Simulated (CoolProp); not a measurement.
Vapour-liquid equilibrium of R125 (1) + R245fa (2) at 306.9 K; x and y are mole fractions of (1).

Computed with CoolProp (multi-fluid Helmholtz-energy mixture model, Lemmon 2005 and Akasaka 2015; pair parameters Bell 2016).

Problem. Give the bubble pressure and the first vapour's composition at x = 0.05, 0.65, 0.95. Is there an azeotrope?

Solution. x = 0.05: 2.785 bar, y = 0.288; x = 0.65: 11.32 bar, y = 0.904; x = 0.95: 16.26 bar, y = 0.987. No azeotrope shows between x = 0.05 and 0.95.

The pair parameters rest on a limited set of measurements; away from them the model extrapolates.
